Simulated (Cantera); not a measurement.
A closed system holds: 1 mol Nb, 2 mol H₂O, a varied amount of H₂, held at 2648.15 K and 10.0 mbar.

These are equilibrium values from Cantera (NASA tables, ideal gas, pure condensed phases), not measurements of a reactor. Candidate condensed phases: H₂O, Nb, NbO, NbO₂, Nb₂O₅; 12 gas species. Equilibrium is a limit: real reactors are often held back by kinetics, nucleation or transport.

x: gas mole fraction; nothing condenses.

| n(H₂) (mol) | x H₂ | x H | x NbO₂ | x NbO | x H₂O |
|---|---|---|---|---|---|
| 2.1 | 0.492 | 0.326 | 0.145 | 0.0183 | 0.0148 |
| 3.6 | 0.522 | 0.336 | 0.109 | 0.0163 | 0.0133 |
| 6.1 | 0.550 | 0.345 | … | … | … |
| 10 | 0.573 | 0.352 | … | … | … |
| 18 | 0.593 | 0.358 | 0.0300 | 0.00901 | 0.00749 |
| 30 | 0.606 | 0.362 | 0.0178 | 0.00700 | 0.00583 |
| 52 | 0.615 | 0.365 | 0.00966 | 0.00519 | 0.00433 |
| 88 | 0.621 | 0.367 | 0.00516 | 0.00381 | 0.00318 |
| 150 | 0.624 | 0.368 | 0.00261 | 0.00272 | 0.00227 |
| 260 | 0.627 | 0.368 | 0.00123 | 0.00187 | 0.00156 |
| 440 | 0.628 | 0.369 | 0.000569 | 0.00127 | 0.00107 |

Some entries are withheld; supply them.


- 10, x NbO₂: 0.0516
- 10, x NbO: 0.0116
- 10, x H₂O: 0.00963
- 6.1, x NbO₂: 0.0768
- 6.1, x NbO: 0.0139
- 6.1, x H₂O: 0.0115
